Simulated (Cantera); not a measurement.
Feed: 1 mol PbO, 4.9 mol N2, held at 2400 Torr.

Equilibrium computed with Cantera from the NASA thermochemical tables; the gas is ideal and each condensed phase is pure. Candidate condensed phases: Pb, PbO, PbO2, Pb3O4; 12 gas species. Kinetics and transport are ignored.

Which condensed phases are stable at each of these points (T (K)): 650, 675, 700, 725, 750, 775, 800?


```csv
T (K),condensed phases,Pb condensed (%)
650,PbO(red),100.0
675,PbO(red),100.0
700,PbO(red),100.0
725,PbO(red),100.0
750,PbO(red),100.0
775,PbO(yellow),100.0
800,PbO(yellow),100.0
```

From 650 K to 750 K the condensed part is PbO(red). From 775 K to 800 K the condensed part is PbO(yellow).
